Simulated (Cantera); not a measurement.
Charge: 1 mol B, 0.7 mol HCl, 1.4 mol N₂, equilibrated at 1173 K and 0.540 bar.

Equilibrium computed with Cantera from the NASA thermochemical tables; the gas is ideal and each condensed phase is pure. Candidate condensed phases: B, BN, NH₄Cl; 21 gas species. N₂ is the only nitrogen source here; it is nearly inert below about 1500 K, so the nitride shown seldom forms there in practice. Gases not in the tables: BHCl₂. The numbers say what is thermodynamically allowed, not how fast it happens.

Base state: N₂ 0.564, HCl 0.427, H₂ 0.00537, BCl₃ 0.00358 (mole fractions); condensed: BN(s).

Problem. What changes in the equilibrium state with this change: HCl from 0.7 to 0.023 mol?

Solution. 
```tsv
species	before	after
N₂	0.564	0.975
HCl	0.427	0.0246
H₂	0.00537	0.000157
BCl₃	0.00358	0.000105
BN(s), mol	0.994	1.000
```
